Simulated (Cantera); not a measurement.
Input (Python, Cantera):

```python
import numpy as np
import cantera as ct

gas = ct.Solution("gri30.yaml")
gas.TPX = 1450, 230, {'H2': 0.088, 'O2': 1, 'N2': 4.8}
reactor = ct.IdealGasConstPressureReactor(gas, energy="off", clone=False)
net = ct.ReactorNet([reactor])
net.rtol, net.atol = 1e-08, 1e-18
show = ['H2', 'O2', 'N2O', 'H', 'HO2', 'H2O']
times = np.geomspace(4e-05, 20, 15)

steps = ct.SolutionArray(gas, extra=["t"])
rows = []
print(f"{'t/s':>10s}{'T/K':>9s}{'P/Pa':>11s}" + "".join(f"{s:>11s}" for s in show))
for t in times:
    while net.time < t:
        t_next = net.step()
        steps.append(gas.state, t=t_next)
    rows.append([np.interp(t, steps.t, y) for y in (steps.T, steps.P, *steps(*show).X.T)])
    print(f"{t:10.3e}{rows[-1][0]:9.1f}{rows[-1][1]:11.4g}" + "".join(f"{x:11.3e}" for x in rows[-1][2:]))
rate = np.gradient(steps.T, steps.t)
print("integrator steps:", len(steps.t))
if steps.T.max() > steps.T[0] + 200:
    print(f"time of steepest temperature rise: {steps.t[rate.argmax()]:.4e} s")
gas.TPX = 1450, 230, {'H2': 0.088, 'O2': 1, 'N2': 4.8}
gas.equilibrate("TP")
print(f"equilibrium (TP): T = {gas.T:.1f} K  " + "  ".join(f"{s} {gas[s].X[0]:.3e}" for s in show))
```

Result:

```
       t/s      T/K       P/Pa         H2         O2        N2O          H        HO2        H2O
 4.000e-05   1450.0        230  1.495e-02  1.698e-01  1.166e-15  7.720e-10  7.988e-10  4.078e-13
 1.021e-04   1450.0        230  1.495e-02  1.698e-01  3.016e-15  1.875e-09  2.039e-09  6.644e-12
 2.607e-04   1450.0        230  1.495e-02  1.698e-01  7.941e-15  4.303e-09  5.204e-09  9.980e-11
 6.657e-04   1450.0        230  1.495e-02  1.698e-01  2.186e-14  9.310e-09  1.327e-08  1.384e-09
 1.700e-03   1450.0        230  1.495e-02  1.698e-01  6.613e-14  2.380e-08  3.381e-08  1.741e-08
 4.339e-03   1450.0        230  1.495e-02  1.698e-01  2.366e-13  1.388e-07  8.579e-08  2.744e-07
 1.108e-02   1450.0        230  1.491e-02  1.698e-01  1.150e-12  8.166e-06  2.098e-07  2.187e-05
 2.828e-02   1450.0        230  1.111e-03  1.587e-01  2.599e-10  2.736e-03  5.792e-08  1.126e-02
 7.221e-02   1450.0        230  3.776e-04  1.576e-01  1.367e-09  2.328e-03  5.179e-08  1.248e-02
 1.844e-01   1450.0        230  3.753e-04  1.577e-01  1.696e-09  2.304e-03  5.171e-08  1.250e-02
 4.707e-01   1450.0        230  3.696e-04  1.578e-01  1.714e-09  2.244e-03  5.149e-08  1.254e-02
 1.202e+00   1450.0        230  3.555e-04  1.580e-01  1.742e-09  2.100e-03  5.093e-08  1.265e-02
 3.068e+00   1450.0        230  3.220e-04  1.586e-01  1.814e-09  1.780e-03  4.949e-08  1.290e-02
 7.834e+00   1450.0        230  2.522e-04  1.597e-01  1.995e-09  1.193e-03  4.576e-08  1.338e-02
 2.000e+01   1450.0        230  1.443e-04  1.613e-01  2.434e-09  4.944e-04  3.700e-08  1.405e-02
integrator steps: 687
equilibrium (TP): T = 1450.0 K  H2 7.393e-07  O2 1.631e-01  N2O 2.621e-09  H 1.707e-07  HO2 9.421e-09  H2O 1.502e-02
```

Computed with Cantera and GRI-Mech 3.0 (53 species, 325 reactions). Radical loss at walls, strong at low pressure, is not modelled.
